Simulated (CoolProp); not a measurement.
Vapour-liquid equilibrium of propane (1) + isohexane (2) at 279.5 K; x and y are mole fractions of (1).

The numbers come from the multi-fluid Helmholtz-energy mixture model, Lemmon 2009 and Lemmon 2006; pair parameters Bell 2016 in CoolProp.

Problem. Give the bubble pressure and the first vapour's composition at x = 0.2, 0.575, 0.8. Is there an azeotrope?

Solution. x = 0.2: 0.1230 MPa, y = 0.914; x = 0.575: 0.3275 MPa, y = 0.980; x = 0.8: 0.4526 MPa, y = 0.992. No azeotrope shows between x = 0.05 and 0.95.

Pair parameters are fitted to limited data, so mixtures are less certain than the pure fluids.
